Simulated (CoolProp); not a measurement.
A closed Brayton cycle with carbon dioxide: compressor inlet 314.15 K and 8.7 MPa, high pressure 28.5 MPa, turbine inlet 625 K, compressor efficiency 0.89, turbine efficiency 0.85, recuperator effectiveness 0.8 (on enthalpy, no pinch check). Each further row changes one setting.

Model: reference Helmholtz-energy equation of state, Span 1996, in CoolProp.

```json
[
 {"case": "as stated", "thermal efficiency (%)": "23.8", "net work (kJ/kg)": "57.7", "compressor to turbine work": "0.43", "compressor exit (K)": "385.3", "turbine exit (K)": "508.5"},
 {"case": "turbine inlet 575 K", "thermal efficiency (%)": "20.9", "net work (kJ/kg)": "45.9", "compressor to turbine work": "0.49", "compressor exit (K)": "385.3", "turbine exit (K)": "462.5"},
 {"case": "compressor inlet 324.15 K", "thermal efficiency (%)": "20.7", "net work (kJ/kg)": "44.0", "compressor to turbine work": "0.57", "compressor exit (K)": "417.7", "turbine exit (K)": "508.5"},
 {"case": "high pressure 24.2 MPa", "thermal efficiency (%)": "23.3", "net work (kJ/kg)": "53.8", "compressor to turbine work": "0.40", "compressor exit (K)": "375.2", "turbine exit (K)": "524.3"},
 {"case": "recuperator effectiveness 0.5", "thermal efficiency (%)": "20.2", "net work (kJ/kg)": "57.7", "compressor to turbine work": "0.43", "compressor exit (K)": "385.3", "turbine exit (K)": "508.5"}
]
```
